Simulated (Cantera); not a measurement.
Input (Python, Cantera) and output of one run.

```python
import numpy as np
import cantera as ct

gas_names = """
    Cu CuO Cu2 H HO2 H2 H2O H2O2 O OH O2 O3
""".split()
cond_names = """
    Cu(cr) Cu(L) CuO(s) CuO2H2(s) Cu2O(s) Cu2O(L) H2O(s) H2O(L)
""".split()


# ... load() reads the species with a 1 bar reference pressure and builds the phases ...
atoms = {
    'CuO': {'Cu': 1, 'O': 1},
    'H2': {'H': 2},
}
top_T = {'CuO(s)': 1390}  # K; cautious upper limits of use, not melting points


# ... equilibrate(T, P, feed) seeds the gas with the atoms and calls Mixture.equilibrate('TP', solver="vcs", rtol=1e-11, max_steps=5000) ...
results = []
feed = {'CuO': 1, 'H2': 13}  # mol
T = 1798.15  # K
for P in [10, 68, 460, 3200, 22000, 150000, 1000000]:
    mix = equilibrate(T, P, feed)
    results.append((T, P, feed, dict(zip(mix.species_names, mix.species_moles))))
    x = sorted(zip(gas.X, gas.species_names), reverse=True)
    print(f"T = {T:g} K  P = {P:g} Pa  gas = {mix.phase_moles(0):.4g} mol")
    print("   x: " + "  ".join(f"{s} {v:.3e}" for v, s in x if v > 0.001))
    print("   condensed (mol): " + ("  ".join(f"{mix.phase(i).name} {mix.phase_moles(i):.4g}"
          for i in range(1, mix.n_phases) if mix.phase_moles(i) > 1e-12) or "none"))
```

Output:

```
T = 1798.15 K  P = 10 Pa  gas = 14.23 mol
   x: H2 8.274e-01  Cu 7.027e-02  H2O 7.009e-02  H 3.207e-02
   condensed (mol): none
T = 1798.15 K  P = 68 Pa  gas = 14.09 mol
   x: H2 8.456e-01  Cu 7.096e-02  H2O 7.091e-02  H 1.243e-02
   condensed (mol): none
T = 1798.15 K  P = 460 Pa  gas = 14.03 mol
   x: H2 8.528e-01  H2O 7.124e-02  Cu 7.110e-02  H 4.800e-03
   condensed (mol): none
T = 1798.15 K  P = 3200 Pa  gas = 13.23 mol
   x: H2 9.060e-01  H2O 7.556e-02  Cu 1.656e-02  H 1.876e-03
   condensed (mol): Cu(L) 0.78
T = 1798.15 K  P = 22000 Pa  gas = 13.04 mol
   x: H2 9.202e-01  H2O 7.671e-02  Cu 2.409e-03
   condensed (mol): Cu(L) 0.9685
T = 1798.15 K  P = 150000 Pa  gas = 13.01 mol
   x: H2 9.225e-01  H2O 7.688e-02
   condensed (mol): Cu(L) 0.9954
T = 1798.15 K  P = 1e+06 Pa  gas = 13 mol
   x: H2 9.229e-01  H2O 7.691e-02
   condensed (mol): Cu(L) 0.9993
```

These are equilibrium values from Cantera (NASA tables, ideal gas, pure condensed phases), not measurements of a reactor.
